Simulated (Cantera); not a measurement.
An adiabatic, constant-volume homogeneous reactor starts with 9.51 % CH4, 4.28 % CO, 17.6 % O2, 66.3 % N2, 2.28 % CO2, at 1325 K and 76000 Pa.

Computed with Cantera and GRI-Mech 3.0 (53 species, 325 reactions).

Task: Predict: time of steepest temperature rise; temperature at 8.00 s; equilibrium temperature; x(CO) at 8.00 s; x(O2) at 8.00 s; x(NO) at 8.00 s.

Result: 
| Quantity | Value |
|---|---|
| time of steepest temperature rise | 12.9 ms |
| temperature at 8.00 s | 2820 K |
| equilibrium temperature | 2820 K |
| x(CO) at 8.00 s | 0.0831 (gas-phase equilibrium 0.0831) |
| x(O2) at 8.00 s | 0.0115 (gas-phase equilibrium 0.0115) |
| x(NO) at 8.00 s | 0.00792 (gas-phase equilibrium 0.00792) |
